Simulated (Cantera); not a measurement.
# Adiabatic ignition

An adiabatic, constant-pressure homogeneous reactor starts with CH3OH : O2 : N2 = 1 : 1.25 : 4.5 (molar parts), equivalence ratio 1.2, at 1673 K and 1.01 bar.

Model: GRI-Mech 3.0 (53 species, 325 reactions), integrated in Cantera. GRI-Mech 3.0 was tuned for natural gas; its chemistry of methanol as a main component is partial and can be far from experiment.

```tsv
t (s)	T (K)	x CH3OH	x O2	x H2	x CH4	x CH2	x CH2O
4.00e-6	1673	0.147	0.185	0.000224	2.70e-5	9.58e-7	0.000483
1.55e-5	1676	0.143	0.182	0.00175	0.000173	9.90e-7	0.00407
5.99e-5	2324	<1e-12	0.0289	0.0432	<1e-12	<1e-12	7.98e-10
0.000232	2755	<1e-12	0.0169	0.0374	<1e-12	<1e-12	9.55e-10
0.000896	2803	<1e-12	0.0146	0.0363	<1e-12	<1e-12	1.06e-9
0.00346	2797	<1e-12	0.0135	0.0368	<1e-12	<1e-12	1.08e-9
0.0134	2796	<1e-12	0.0134	0.0368	<1e-12	<1e-12	1.08e-9
0.0518	2796	<1e-12	0.0134	0.0368	<1e-12	<1e-12	1.08e-9
0.200	2796	<1e-12	0.0134	0.0368	<1e-12	<1e-12	1.08e-9
0.776	2796	<1e-12	0.0134	0.0368	<1e-12	<1e-12	1.08e-9
3.00	2796	<1e-12	0.0134	0.0368	<1e-12	<1e-12	1.08e-9
```
x: mole fraction; the columns are a selection and need not sum to one.

The time of steepest temperature rise is 52.2 µs and the temperature at 3.00 s is 2796 K. The equilibrium temperature comes out as 2796 K, the x(CH3OH) at 3.00 s is <1e-12 (gas-phase equilibrium <1e-12) and the x(O2) at 3.00 s comes out as 0.0134 (gas-phase equilibrium 0.0134). The x(H2) at 3.00 s is 0.0368 (gas-phase equilibrium 0.0368).
